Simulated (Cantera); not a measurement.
Input: 1 mol (CH₃)₂SiCl₂, 0.12 mol HCl, 14 mol H₂, held at 1000 Pa.

Method: chemical equilibrium by Gibbs-energy minimisation in Cantera with the NASA 1993 tables (ideal gas, pure condensed phases). Candidate condensed phases: C, C₆H₆, C₇H₈, C₈H₁₈, Si, SiC; 109 gas species. The feed counts by its element totals alone. Kinetics and transport are ignored.

Over these rows the condensed part is C(graphite) + SiC(s). Partial pressures as log10 of bar:

```json
[
 {"T (K)": "1350", "1000/T (1/K)": "0.7407", "log p C₂H₂ (acetylene)": "-7.96", "log p H₂": "-2.05", "log p HCl": "-2.93"},
 {"T (K)": "1400", "1000/T (1/K)": "0.7143", "log p C₂H₂ (acetylene)": "-7.65", "log p H₂": "-2.05", "log p HCl": "-2.93"},
 {"T (K)": "1450", "1000/T (1/K)": "0.6897", "log p C₂H₂ (acetylene)": "-7.37", "log p H₂": "-2.05", "log p HCl": "-2.93"},
 {"T (K)": "1500", "1000/T (1/K)": "0.6667", "log p C₂H₂ (acetylene)": "-7.10", "log p H₂": "-2.05", "log p HCl": "-2.93"},
 {"T (K)": "1550", "1000/T (1/K)": "0.6452", "log p C₂H₂ (acetylene)": "?", "log p H₂": "-2.05", "log p HCl": "-2.94"},
 {"T (K)": "1600", "1000/T (1/K)": "0.6250", "log p C₂H₂ (acetylene)": "-6.61", "log p H₂": "-2.05", "log p HCl": "-2.94"}
]
```

### Question
Fit log p(C₂H₂ (acetylene)) = a + b·(1000/T) to the five rows, give the apparent enthalpy, and predict the row at 1550 K.

### Answer
Means: 1000/T = 0.6873, log p = -7.338. Sxy = -0.091973, Sxx = 0.0078920, so b = -11.65 and a = -7.338 − (-11.65)×0.6873 = 0.67.
Apparent enthalpy: −19.145 × (-11.65) = 223 kJ/mol. With the condensed phases at unit activity, 2 C(graphite) + H₂(g) = C₂H₂ (acetylene)(g) links this pressure to the main gases: over the six rows their terms move log p by +0.00 in all, so the slope is close to that reaction's ΔH°. The five rows lie within 0.01 of the line.
Prediction at 1550 K: 0.67 + (-11.65)×0.6452 = -6.85. The computed value is -6.85, 0.00 from the line.
